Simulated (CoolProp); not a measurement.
Dimethyl carbonate along the isobar 2.77 MPa: density (kg/m³) from the reference equation and from simpler models built on Tc = 283.9 °C, pc = 4.909 MPa, ω = 0.346; each cubic takes its own stable root.

The numbers come from the reference Helmholtz-energy equation of state, Zhou 2011 in CoolProp.

```json
[
 {"T (°C)": "89.15", "phase": "liquid", "reference": "979.4"},
 {"T (°C)": "96.95", "phase": "liquid", "reference": "968.4"},
 {"T (°C)": "104.65", "phase": "liquid", "reference": "957.4"},
 {"T (°C)": "112.45", "phase": "liquid", "reference": "946.0"},
 {"T (°C)": "120.25", "phase": "liquid", "reference": "934.6"},
 {"T (°C)": "128.05", "phase": "liquid", "reference": "922.9"},
 {"T (°C)": "135.85", "phase": "liquid", "reference": "911.0"},
 {"T (°C)": "143.65", "phase": "liquid", "reference": "898.8"}
]
```

Question: How far does each simpler model (van der Waals, Redlich-Kwong, Soave-Redlich-Kwong, Peng-Robinson) lie from the reference over these 8 states: mean and median of the absolute difference, and the worst?

Answer: 
- van der Waals: mean 41.1 %, median 41.1 %, worst -41.3 % at 89.15 °C and 2.77 MPa
- Redlich-Kwong: mean 15.0 %, median 15.0 %, worst -15.7 % at 143.65 °C and 2.77 MPa
- Soave-Redlich-Kwong: mean 10.6 %, median 10.5 %, worst -10.8 % at 143.65 °C and 2.77 MPa
- Peng-Robinson: mean 1.1 %, median 1.1 %, worst +1.2 % at 112.45 °C and 2.77 MPa
